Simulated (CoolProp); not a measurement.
Vapour-liquid equilibrium of R134a (1) + R227EA (2) at 0.108 MPa; x and y are mole fractions of (1).

Model: multi-fluid Helmholtz-energy mixture model, Tillner-Roth 1994 and Lemmon 2016; pair parameters Bell 2016, in CoolProp.

```csv
x,bubble temperature (°C),y at the bubble point,dew temperature at overall composition x (°C),liquid density (mol/L)
0.05,-15.7,0.083,-15.4,9.217
0.15,-17.3,0.228,-16.4,9.558
0.25,-18.7,0.353,-17.5,9.917
0.35,-19.9,0.462,-18.6,10.30
0.45,-20.9,0.559,-19.7,10.70
0.55,-21.8,0.647,-20.8,11.12
0.65,-22.6,0.728,-21.8,11.58
0.75,-23.3,0.806,-22.8,12.07
0.85,-23.9,0.883,-23.6,12.59
0.95,-24.4,0.960,-24.4,13.15
```

No azeotrope shows between x = 0.05 and 0.95.

Pair parameters are fitted to limited data, so mixtures are less certain than the pure fluids.
